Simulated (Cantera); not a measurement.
An isothermal, constant-pressure homogeneous reactor starts with 56.2 % N2O, 43.8 % O2, at 1175 K and 0.434 atm.

Cantera simulation using GRI-Mech 3.0 (53 species, 325 reactions); the numbers are that mechanism's predictions, not measurements. GRI-Mech 3.0 was tuned for natural gas; its chemistry of N2O as a main component is partial and can be far from experiment. The mechanism lacks the step 2 NO + O2 → 2 NO2, which can matter for NO2 below about 1400 K. The temperature is held fixed by assumption; the heat of reaction is taken as removed at once.

Predict: x(N2O) at 6.00 s; x(O2) at 6.00 s; x(NO) at 6.00 s; x(N2) at 6.00 s; x(NO2) at 6.00 s; x(O) at 6.00 s.


* **x(N2O) at 6.00 s**: 0.194 (gas-phase equilibrium 6.95e-9)
* **x(O2) at 6.00 s**: 0.506 (gas-phase equilibrium 0.561)
* **x(NO) at 6.00 s**: 0.0254 (gas-phase equilibrium 0.000197)
* **x(N2) at 6.00 s**: 0.275 (gas-phase equilibrium 0.438)
* **x(NO2) at 6.00 s**: 0.000140 (gas-phase equilibrium 4.08e-6)
* **x(O) at 6.00 s**: 8.64e-7 (gas-phase equilibrium 1.66e-8)
